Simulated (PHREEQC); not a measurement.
Solution (25 °C): 0.0012 mol/kgw HF, 0.0077 mol/kgw NH4HF2, 0.00043 mol/kgw (NH4)2SiF6 and 0.039 mol/kgw H3PO4. Closed to the air; pH follows from the charge balance.

Model: ion-association model, phreeqc.dat, run in PHREEQC.

Each row changes one thing in this solution. Precipitation was switched off in this run.

| case | pH | ionic strength (mol/kgw) | H3PO4 (mol/kgw) | H2PO4- (mol/kgw) | HF (mol/kgw) | F- (mol/kgw) |
|---|---|---|---|---|---|---|
| as made | 2.01 | 0.0199 | 0.0216 | 0.0174 | 0.0152 | 0.00121 |
| temperature from 25 to 40 °C | 2.05 | 0.0190 | 0.0224 | 0.0166 | 0.0155 | 0.00102 |
| (NH4)2SiF6 left out | 2.01 | 0.0186 | 0.0217 | 0.0173 | 0.0152 | 0.00121 |
| diluted 100-fold with water | 3.40 | 0.000491 | 2.09e-5 | 0.000369 | 7.02e-5 | 0.000121 |
| NH4HF2 from 0.0077 to 0.0154 mol/kgw | 2.14 | 0.0250 | 0.0187 | 0.0203 | 0.0283 | 0.00305 |
| NH4HF2 left out | 1.89 | 0.0152 | 0.0244 | 0.0146 | 0.00271 | 0.000161 |
| HF replaced by NaHF2 at the same molality | 2.03 | 0.0206 | 0.0211 | 0.0179 | 0.0163 | 0.00136 |
| temperature from 25 to 10 °C | 1.97 | 0.0210 | 0.0208 | 0.0182 | 0.0150 | 0.00141 |

Some of these states are supersaturated (in Quartz (slow to form), for instance). Away from 25 °C the constants follow the database's enthalpies or fits; those with neither stay at their 25 °C values. SiF6-2 is the database's only silicon fluoride.
